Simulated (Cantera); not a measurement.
# SiH₄ + C₂H₂ + H₂ (silicon carbide growth)

A closed system holds: 1 mol SiH₄, 0.039 mol C₂H₂, 1.6 mol H₂, at 2.70 mbar.

Equilibrium computed with Cantera from the NASA thermochemical tables; the gas is ideal and each condensed phase is pure. Candidate condensed phases: C, C₆H₆, C₇H₈, C₈H₁₈, Si, SiC; 87 gas species. Mutual solubility and eutectic melting of coexisting phases are not modelled. Gases not in the tables: Si₂H₆ and higher silanes. The numbers say what is thermodynamically allowed, not how fast it happens.

```json
[
 {"T (°C)": "1227", "log p H₂": "-2.57", "log p H": "-6.04", "log p Si": "-7.98", "log p Si₂C": "-10.80", "log p SiC₂": "<-14", "log p SiH": "-8.76", "log p Si₂": "-10.87", "log p C₂H₂ (acetylene)": "-11.89", "n Si(s)": "0.922", "n SiC(s)": "0.0780", "n Si(l)": "0"},
 {"T (°C)": "1377", "log p H₂": "-2.57", "log p H": "-5.33", "log p Si": "-6.57", "log p Si₂C": "-8.93", "log p SiC₂": "-12.64", "log p SiH": "-7.60", "log p Si₂": "-9.04", "log p C₂H₂ (acetylene)": "-10.72", "n Si(s)": "0.922", "n SiC(s)": "0.0780", "n Si(l)": "0"},
 {"T (°C)": "1527", "log p H₂": "-2.57", "log p H": "-4.73", "log p Si": "-5.50", "log p Si₂C": "-7.47", "log p SiC₂": "-10.57", "log p SiH": "-6.73", "log p Si₂": "-7.72", "log p C₂H₂ (acetylene)": "-9.56", "n Si(s)": "0", "n SiC(s)": "0.0780", "n Si(l)": "0.917"},
 {"T (°C)": "1677", "log p H₂": "-2.58", "log p H": "-4.23", "log p Si": "-4.62", "log p Si₂C": "-6.28", "log p SiC₂": "-8.80", "log p SiH": "-6.03", "log p Si₂": "-6.66", "log p C₂H₂ (acetylene)": "-8.53", "n Si(s)": "0", "n SiC(s)": "0.0773", "n Si(l)": "0.886"},
 {"T (°C)": "1827", "log p H₂": "-2.62", "log p H": "-3.82", "log p Si": "-3.87", "log p Si₂C": "-5.26", "log p SiC₂": "-7.28", "log p SiH": "-5.45", "log p Si₂": "-5.76", "log p C₂H₂ (acetylene)": "-7.68", "n Si(s)": "0", "n SiC(s)": "0.0698", "n Si(l)": "0.706"},
 {"T (°C)": "1977", "log p H₂": "-2.73", "log p H": "-3.49", "log p Si": "-3.34", "log p Si₂C": "-4.50", "log p SiC₂": "-5.86", "log p SiH": "-5.10", "log p Si₂": "-5.20", "log p C₂H₂ (acetylene)": "-6.80", "n Si(s)": "0", "n SiC(s)": "0.0153", "n Si(l)": "0"},
 {"T (°C)": "2127", "log p H₂": "-2.80", "log p H": "-3.20", "log p Si": "-3.34", "log p Si₂C": "-4.73", "log p SiC₂": "-5.02", "log p SiH": "-5.25", "log p Si₂": "-5.65", "log p C₂H₂ (acetylene)": "-5.93", "n Si(s)": "0", "n SiC(s)": "0", "n Si(l)": "0"},
 {"T (°C)": "2277", "log p H₂": "-2.93", "log p H": "-2.97", "log p Si": "-3.36", "log p Si₂C": "-5.26", "log p SiC₂": "-4.87", "log p SiH": "-5.43", "log p Si₂": "-6.09", "log p C₂H₂ (acetylene)": "-5.79", "n Si(s)": "0", "n SiC(s)": "0", "n Si(l)": "0"}
]
```
log p: log10 of the partial pressure in bar; n: condensed amount in mol.

From 1227 °C to 1377 °C the condensed part is Si(s) + SiC(s). From 1527 °C to 1827 °C the condensed part is Si(l) + SiC(s). At 1977 °C the condensed part is SiC(s). From 2127 °C to 2277 °C nothing is condensed. The main Si-bearing gas is Si throughout.
